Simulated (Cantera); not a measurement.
Predominance diagram of Li at 627 °C against the partial pressures of O2 and H2O (log10, bar). Cantera with NASA thermochemical tables; ideal gases at 1 bar, condensed phases pure. Candidates: Li(l), LiH(s), LiOH(l), Li2O(s). Only these pure phases compete in this equilibrium. Not in the tables: the peroxide.

```
log p(H2O) \ log p(O2)
        columns: -15, -14.2, -13.3, -12.5, -11.7, -10.8, -10, -9.2, -8.3, -7.5, -6.7, -5.8, -5, -4.2, -3.3, -2.5, -1.7, -0.8, 0
      0  A A A A A A A A A A A A A A A A A A A
   -1.7  B B B B B B B B B B B B B B B B B B B
   -3.4  B B B B B B B B B B B B B B B B B B B
   -5.1  B B B B B B B B B B B B B B B B B B B
   -6.8  B B B B B B B B B B B B B B B B B B B
   -8.5  B B B B B B B B B B B B B B B B B B B
  -10.2  B B B B B B B B B B B B B B B B B B B
  -11.9  B B B B B B B B B B B B B B B B B B B
  -13.6  B B B B B B B B B B B B B B B B B B B
  -15.3  B B B B B B B B B B B B B B B B B B B
    -17  B B B B B B B B B B B B B B B B B B B
```

A: LiOH(l); B: Li2O(s).
